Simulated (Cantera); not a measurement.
A Cantera script and what it prints.

```python
import numpy as np
import cantera as ct

gas_names = """
    H HO2 H2 H2O H2O2 H2S H2SO4 O OH O2 O3 S SH SO SO2 SO3 S2 S2O S8
""".split()
cond_names = """
    H2O(s) H2O(L) H2SO4(L) S(cr1) S(cr2) S(L)
""".split()


def load(file, names, dense=False):
    # The tables refer to 1 bar. Condensed volumes are neglected.
    table = {s.name: s for s in ct.Species.list_from_file(file)}
    out = []
    for n in names:
        d = dict(table[n].input_data)
        d["thermo"] = dict(d["thermo"], **{"reference-pressure": 1e5})
        if dense:
            d["equation-of-state"] = {"model": "constant-volume", "density": "1e6 g/cm^3"}
        out.append(ct.Species.from_dict(d))
    return out


gas = ct.Solution(thermo="ideal-gas", species=load("nasa_gas.yaml", gas_names))
cond = {s.name: ct.Solution(thermo="fixed-stoichiometry", species=[s], name=s.name)
        for s in load("nasa_condensed.yaml", cond_names, dense=True)}
atoms = {
    'H2S': {'H': 2, 'S': 1},
    'O2': {'O': 2},
}
top_T = {}  # K; cautious upper limits of use, not melting points


def equilibrate(T, P, feed):
    n = {}
    for name, mol in feed.items():
        for a, k in atoms[name].items():
            n[a] = n.get(a, 0.0) + k * mol
    gas.TPX = T, P, n
    mass = sum(n.values()) * gas.mean_molecular_weight
    gas.equilibrate("TP")
    valid = [c for c in cond.values() if c.min_temp <= T <= top_T.get(c.name, c.max_temp)]
    mix = ct.Mixture([(gas, mass / gas.mean_molecular_weight)] + [(c, 0.0) for c in valid])
    mix.T, mix.P = T, P
    mix.equilibrate("TP", solver="vcs", rtol=1e-11, max_steps=5000)
    return mix


results = []
feed = {'H2S': 1, 'O2': 0.12}  # mol
P = 100000  # Pa
for T in [2698, 2798, 2898, 2998, 3098, 3198, 3298, 3398]:
    mix = equilibrate(T, P, feed)
    results.append((T, P, feed, dict(zip(mix.species_names, mix.species_moles))))
    x = sorted(zip(gas.X, gas.species_names), reverse=True)
    print(f"T = {T:g} K  P = {P:g} Pa  gas = {mix.phase_moles(0):.4g} mol")
    print("   x: " + "  ".join(f"{s} {v:.3e}" for v, s in x if v > 1e-06))
    print("   condensed (mol): " + ("  ".join(f"{mix.phase(i).name} {mix.phase_moles(i):.4g}"
          for i in range(1, mix.n_phases) if mix.phase_moles(i) > 1e-12) or "none"))
```

Result:

```
T = 2698 K  P = 100000 Pa  gas = 1.578 mol
   x: H2 4.507e-01  S2 2.207e-01  H2O 9.724e-02  SH 7.073e-02  S 4.452e-02  H 3.786e-02  SO 3.714e-02  H2S 3.062e-02  SO2 7.185e-03  OH 2.087e-03  S2O 1.159e-03  O 1.118e-04  O2 9.748e-06
   condensed (mol): none
T = 2798 K  P = 100000 Pa  gas = 1.616 mol
   x: H2 4.414e-01  S2 2.025e-01  H2O 8.626e-02  SH 7.533e-02  S 6.043e-02  H 5.398e-02  SO 4.377e-02  H2S 2.489e-02  SO2 7.086e-03  OH 2.960e-03  S2O 1.069e-03  O 2.276e-04  O2 1.784e-05
   condensed (mol): none
T = 2898 K  P = 100000 Pa  gas = 1.663 mol
   x: H2 4.275e-01  S2 1.825e-01  S 7.936e-02  SH 7.840e-02  H2O 7.541e-02  H 7.466e-02  SO 4.990e-02  H2S 2.002e-02  SO2 6.775e-03  OH 4.030e-03  S2O 9.576e-04  O 4.367e-04  O2 3.070e-05
   condensed (mol): none
T = 2998 K  P = 100000 Pa  gas = 1.718 mol
   x: H2 4.086e-01  S2 1.612e-01  S 1.010e-01  H 1.003e-01  SH 7.966e-02  H2O 6.494e-02  SO 5.514e-02  H2S 1.587e-02  SO2 6.297e-03  OH 5.287e-03  S2O 8.332e-04  O 7.956e-04  O2 5.006e-05
   condensed (mol): none
T = 3098 K  P = 100000 Pa  gas = 1.783 mol
   x: H2 3.849e-01  S2 1.393e-01  H 1.311e-01  S 1.246e-01  SH 7.893e-02  SO 5.916e-02  H2O 5.506e-02  H2S 1.236e-02  OH 6.702e-03  SO2 5.701e-03  O 1.384e-03  S2O 7.038e-04  O2 7.786e-05
   condensed (mol): none
T = 3198 K  P = 100000 Pa  gas = 1.86 mol
   x: H2 3.568e-01  H 1.669e-01  S 1.493e-01  S2 1.175e-01  SH 7.618e-02  SO 6.174e-02  H2O 4.591e-02  H2S 9.431e-03  OH 8.229e-03  SO2 5.037e-03  O 2.308e-03  S2O 5.770e-04  O2 1.162e-04
   condensed (mol): none
T = 3298 K  P = 100000 Pa  gas = 1.946 mol
   x: H2 3.249e-01  H 2.072e-01  S 1.739e-01  S2 9.664e-02  SH 7.159e-02  SO 6.271e-02  H2O 3.760e-02  OH 9.801e-03  H2S 7.028e-03  SO2 4.346e-03  O 3.709e-03  S2O 4.590e-04  O2 1.669e-04
   condensed (mol): none
T = 3398 K  P = 100000 Pa  gas = 2.043 mol
   x: H2 2.903e-01  H 2.508e-01  S 1.972e-01  S2 7.758e-02  SH 6.550e-02  SO 6.205e-02  H2O 3.018e-02  OH 1.133e-02  O 5.753e-03  H2S 5.107e-03  SO2 3.661e-03  S2O 3.542e-04  O2 2.314e-04
   condensed (mol): none
```

Equilibrium computed with Cantera from the NASA thermochemical tables; the gas is ideal and each condensed phase is pure.
